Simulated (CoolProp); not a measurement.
Values from CoolProp's reference Helmholtz-energy equation of state, Lemmon 2013.

Question: Give the vapour pressure (kPa), enthalpy of vaporisation (kJ/kg), vapour Z, liquid conductivity (mW/(m K)) of saturated propylene at 35.95 °C.

Answer: 
| T (°C) | p (kPa) | enthalpy of vaporisation (kJ/kg) | vapour Z | liquid conductivity (mW/(m K)) |
|---|---|---|---|---|
| 35.95 | 1500 | 312 | 0.763 | 106 |

Thermal conductivity comes from a separate model (Huber 2003), an estimate that may be off by 10 % or more.
